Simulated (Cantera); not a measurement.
Mixture: 10.2 % CH4, 1.64 % CO, 14.2 % O2, 53.4 % N2, 20.5 % CO2, equivalence ratio 1.5, at 0.540 bar, adiabatic and at constant volume. Ignition delay is the time to a rise of 400 K.

Computed with Cantera and GRI-Mech 3.0 (53 species, 325 reactions).

**Question.** Predict: delay at 1200 K; delay at 1300 K; delay at 1400 K; delay at 1500 K; delay at 1600 K; delay at 1700 K; delay at 1800 K; apparent activation energy between 1600 and 1800 K.

**Answer.** 
```json
{
  "delay at 1200 K": "0.152 s",
  "delay at 1300 K": "35.6 ms",
  "delay at 1400 K": "9.59 ms",
  "delay at 1500 K": "3.01 ms",
  "delay at 1600 K": "1.12 ms",
  "delay at 1700 K": "0.493 ms",
  "delay at 1800 K": "0.247 ms",
  "apparent activation energy between 1600 and 1800 K": "180 kJ/mol"
}
```
